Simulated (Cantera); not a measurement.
Dilute partial oxidation

An isothermal, constant-pressure homogeneous reactor starts with 0.666 % CH4, 1.37 % O2, 98.0 % N2, equivalence ratio 0.97, at 1300 K and 2180 Torr.

Cantera simulation using GRI-Mech 3.0 (53 species, 325 reactions); the numbers are that mechanism's predictions, not measurements.

```json
[
 {"t (s)": "0.000200", "x CH4": "0.00666", "x O2": "0.0137", "x NO": "<1e-12", "x H2O": "7.22e-9", "x HO2": "1.32e-8", "x HCO": "<1e-12", "x C2H2": "<1e-12"},
 {"t (s)": "0.000523", "x CH4": "0.00666", "x O2": "0.0137", "x NO": "<1e-12", "x H2O": "3.35e-8", "x HO2": "2.95e-8", "x HCO": "<1e-12", "x C2H2": "<1e-12"},
 {"t (s)": "0.00137", "x CH4": "0.00666", "x O2": "0.0137", "x NO": "<1e-12", "x H2O": "1.98e-7", "x HO2": "5.06e-8", "x HCO": "<1e-12", "x C2H2": "<1e-12"},
 {"t (s)": "0.00358", "x CH4": "0.00666", "x O2": "0.0137", "x NO": "<1e-12", "x H2O": "1.34e-6", "x HO2": "5.15e-8", "x HCO": "1.28e-12", "x C2H2": "2.28e-12"},
 {"t (s)": "0.00936", "x CH4": "0.00665", "x O2": "0.0137", "x NO": "<1e-12", "x H2O": "7.29e-6", "x HO2": "6.81e-8", "x HCO": "9.64e-12", "x C2H2": "1.13e-10"},
 {"t (s)": "0.0245", "x CH4": "0.00661", "x O2": "0.0137", "x NO": "<1e-12", "x H2O": "3.44e-5", "x HO2": "1.45e-7", "x HCO": "5.17e-11", "x C2H2": "3.04e-9"},
 {"t (s)": "0.0641", "x CH4": "0.00633", "x O2": "0.0135", "x NO": "<1e-12", "x H2O": "0.000245", "x HO2": "4.40e-7", "x HCO": "3.91e-10", "x C2H2": "1.80e-7"},
 {"t (s)": "0.168", "x CH4": "<1e-12", "x O2": "0.000405", "x NO": "7.30e-7", "x H2O": "0.0133", "x HO2": "8.33e-8", "x HCO": "<1e-12", "x C2H2": "<1e-12"},
 {"t (s)": "0.438", "x CH4": "<1e-12", "x O2": "0.000391", "x NO": "7.34e-7", "x H2O": "0.0133", "x HO2": "2.94e-9", "x HCO": "<1e-12", "x C2H2": "<1e-12"},
 {"t (s)": "1.15", "x CH4": "<1e-12", "x O2": "0.000391", "x NO": "7.36e-7", "x H2O": "0.0133", "x HO2": "4.88e-10", "x HCO": "<1e-12", "x C2H2": "<1e-12"},
 {"t (s)": "3.00", "x CH4": "<1e-12", "x O2": "0.000391", "x NO": "7.36e-7", "x H2O": "0.0133", "x HO2": "1.94e-10", "x HCO": "<1e-12", "x C2H2": "<1e-12"}
]
```
x: mole fraction; the columns are a selection and need not sum to one.

Equilibrium at this temperature and pressure: CH4 <1e-12, O2 0.000382, NO 1.89e-5, H2O 0.0133, HO2 1.57e-10, HCO <1e-12, C2H2 <1e-12 (gas phase only).
